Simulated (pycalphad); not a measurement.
CALPHAD calculation (pycalphad, COST 507 light-alloy database (1999)), 1 atm. These are 1990s assessments: newer ones move some temperatures and phases. Phase fractions are per mole of atoms.

**Question.** Give the equilibrium state of Al-0.33Si-14.92C (at.%) at 1127 °C.

**Answer.** 
```
T = 1400.00 K, P = 101325 Pa, N = 1 mol of atoms
G = -73660 J/mol, H = 26675 J/mol, S = 71.67 J/(mol K)  (SER reference)
chemical potentials (J/mol): Al -74440, Si -116764, C -68277
phase             fraction      x(Al)      x(Si)       x(C)
LIQUID              0.6519     0.9950     0.0050   2.89e-05
AL4C3               0.3481     0.5712   0.000185     0.4286
```

**Question.** Give the equilibrium state of Al-0.33Si-14.92C (at.%) at 527 °C.

**Answer.** fcc, fraction 0.653, with 0.02 Si, <0.01 C at.%; AL4C3, fraction 0.297, with 0.01 Si, 42.9 C at.%; AL8SIC7, fraction 0.050, with 6.2 Si, 43.8 C at.%.

Database names, with the compositions (at.%) that they take in these runs: AL4C3: Al 57 C 43; AL8SIC7: Al 50 C 44 Si 6.
